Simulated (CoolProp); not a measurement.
Vapour-liquid equilibrium of cyclohexane (1) + o-xylene (2) at 3.53 bar; x and y are mole fractions of (1).

The numbers come from the multi-fluid Helmholtz-energy mixture model, Zhou 2014 and Zhou 2012; pair parameters Bell 2016 in CoolProp.

| x | bubble temperature, mixture model (°C) | bubble temperature, Raoult's law (°C) | y, mixture model | y, Raoult's law |
|---|---|---|---|---|
| 0.05 | 190.8 | 192.1 | 0.176 | 0.168 |
| 0.15 | 177.4 | 180.7 | 0.429 | 0.416 |
| 0.25 | 166.9 | 171.1 | 0.592 | 0.585 |
| 0.35 | 158.6 | 162.8 | 0.701 | 0.703 |
| 0.45 | 151.9 | 155.7 | 0.777 | 0.789 |
| 0.55 | 146.4 | 149.5 | 0.834 | 0.852 |
| 0.65 | 141.8 | 144.0 | 0.879 | 0.901 |
| 0.75 | 137.7 | 139.1 | 0.917 | 0.938 |
| 0.85 | 134.0 | 134.7 | 0.951 | 0.967 |
| 0.95 | 130.5 | 130.7 | 0.984 | 0.990 |

The largest gap from Raoult's law is -4.2 K in bubble temperature, at x = 0.35. No azeotrope shows between x = 0.05 and 0.95.

The pair parameters rest on a limited set of measurements; away from them the model extrapolates.
